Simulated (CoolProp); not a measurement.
Vapour-liquid equilibrium of R1234yf (1) + R134a (2) at 220.6 K; x and y are mole fractions of (1).

Model: multi-fluid Helmholtz-energy mixture model, Lemmon 2022 and Tillner-Roth 1994; pair parameters Bell 2022, in CoolProp.

```csv
x,"bubble pressure, mixture model (MPa)","bubble pressure, Raoult's law (MPa)","y, mixture model","y, Raoult's law"
0.05,0.02629,0.02568,0.083,0.063
0.2,0.02858,0.02674,0.279,0.242
0.35,0.03022,0.02780,0.430,0.408
0.5,0.03137,0.02885,0.559,0.561
0.65,0.03213,0.02991,0.681,0.704
0.8,0.03251,0.03097,0.807,0.836
0.95,0.03249,0.03203,0.948,0.960
```

The largest gap from Raoult's law is +8.7 % in bubble pressure, at x = 0.5. y crosses x between x = 0.8 and 0.95: the model has an azeotrope there.

The pair parameters rest on a limited set of measurements; away from them the model extrapolates.
